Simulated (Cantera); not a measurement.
A perfectly stirred reactor is fed with CH₄ : H₂O : H₂ = 1 : 1.4 : 0.067 (molar parts), at 1.00 bar; it is held at 2175 K, and followed from long to short residence time.

Computed with Cantera and GRI-Mech 3.0 (53 species, 325 reactions).

Task: What does this change do: pressure from 1.00 bar to 5.00 bar?

Result: 
| quantity | before | after |
|---|---|---|
| x(CH₄) at τ = 14.0 s | 5.36e-5 | 5.24e-5 |
| x(H₂O) at τ = 14.0 s | 0.0842 | 0.0844 |
| x(H₂) at τ = 14.0 s | 0.688 | 0.690 |
| x(O₂) at τ = 14.0 s | 1.43e-8 | 2.87e-9 |
| x(OH) at τ = 14.0 s | 6.67e-5 | 2.99e-5 |
| x(CH₄) at τ = 0.210 s | 0.00217 | 0.00211 |
| x(H₂O) at τ = 0.210 s | 0.0901 | 0.0886 |
| x(H₂) at τ = 0.210 s | 0.682 | 0.685 |
| x(O₂) at τ = 0.210 s | 1.57e-8 | 3.15e-9 |
| x(OH) at τ = 0.210 s | 7.03e-5 | 3.14e-5 |

Task: What does this change do: pressure from 1.00 bar to 1.90 bar?

Result: 
```json
[
 {"quantity": "x(CH₄) at τ = 14.0 s", "before": "5.36e-5", "after": "5.48e-5"},
 {"quantity": "x(H₂O) at τ = 14.0 s", "before": "0.0842", "after": "0.0843"},
 {"quantity": "x(H₂) at τ = 14.0 s", "before": "0.688", "after": "0.689"},
 {"quantity": "x(O₂) at τ = 14.0 s", "before": "1.43e-8", "after": "7.54e-9"},
 {"quantity": "x(OH) at τ = 14.0 s", "before": "6.67e-5", "after": "4.85e-5"},
 {"quantity": "x(CH₄) at τ = 0.210 s", "before": "0.00217", "after": "0.00217"},
 {"quantity": "x(H₂O) at τ = 0.210 s", "before": "0.0901", "after": "0.0895"},
 {"quantity": "x(H₂) at τ = 0.210 s", "before": "0.682", "after": "0.684"},
 {"quantity": "x(O₂) at τ = 0.210 s", "before": "1.57e-8", "after": "8.34e-9"},
 {"quantity": "x(OH) at τ = 0.210 s", "before": "7.03e-5", "after": "5.12e-5"}
]
```
